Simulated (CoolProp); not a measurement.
Vapour-liquid equilibrium of R125 (1) + R115 (2) at 308.8 K; x and y are mole fractions of (1).

The numbers come from the multi-fluid Helmholtz-energy mixture model, Lemmon 2005 and Lemmon 2016; pair parameters Bell 2016 in CoolProp.

Q: Give the bubble pressure and the first vapour's composition at x = 0.5, 0.575, 0.8. Is there an azeotrope?

A: x = 0.5: 1.676 MPa, y = 0.567; x = 0.575: 1.718 MPa, y = 0.628; x = 0.8: 1.799 MPa, y = 0.812. y crosses x between x = 0.875 and 0.95: the model has an azeotrope there.

The pair parameters rest on a limited set of measurements; away from them the model extrapolates.
